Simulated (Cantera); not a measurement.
# Equilibrium for hydrogen reduction and annealing atmospheres: PbO + H2 + N2

A closed system holds: 1 mol PbO, 23 mol H2, 1.6 mol N2, at 1073 K.

These are equilibrium values from Cantera (NASA tables, ideal gas, pure condensed phases), not measurements of a reactor. Candidate condensed phases: H2O, Pb, PbO, PbO2, Pb3O4; 27 gas species. The numbers say what is thermodynamically allowed, not how fast it happens.

```tsv
P (Pa)	x H2	x N2	x H2O	x Pb	n Pb(l)
10	0.859	0.0625	0.0391	0.0391	0
68	0.859	0.0625	0.0391	0.0391	0
460	0.880	0.0640	0.0400	0.0159	0.603
3200	0.892	0.0649	0.0406	0.00228	0.944
22000	0.894	0.0650	0.0406	0.000332	0.992
150000	0.894	0.0650	0.0407	4.87e-5	0.999
1000000	0.894	0.0647	0.0407	7.31e-6	1.000
```
x: gas mole fraction; n: condensed amount in mol.

From 10.0 Pa to 68.0 Pa nothing is condensed. From 4.60 mbar to 10.0 bar the condensed part is Pb(l). The main Pb-bearing gas is Pb throughout.
